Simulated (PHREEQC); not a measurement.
A solution holds 0.017 mol/kgw NaHSO4 and 0.0011 mol/kgw Na2SO4, at 20 °C. It is in equilibrium with CO2 at log p = -3.4 (atm). Otherwise closed; pH follows from the charge balance.

Equilibrium calculation in PHREEQC: ion-association model, phreeqc.dat.

```
quantity                    before     after
------------------------  --------  --------
pH                            2.02      2.10
ionic strength (mol/kgw)    0.0416    0.0376
SO4-2 (mol/kgw)             0.0118   0.00973
HSO4- (mol/kgw)            0.00581   0.00786
NaSO4- (mol/kgw)          0.000519  0.000508
HCO3- (mol/kgw)           7.98e-10  6.09e-10
```

Problem. Which change was made?
(A) Na2SO4 left out
(B) temperature from 20 to 50 °C
(C) Na2SO4 from 0.0011 to 0.00055 mol/kgw
(D) diluted 2-fold with water
(E) NaHSO4 left out

Solution. B, temperature from 20 to 50 °C

No solid was allowed to form. Constants without temperature data keep their 25 °C values here.
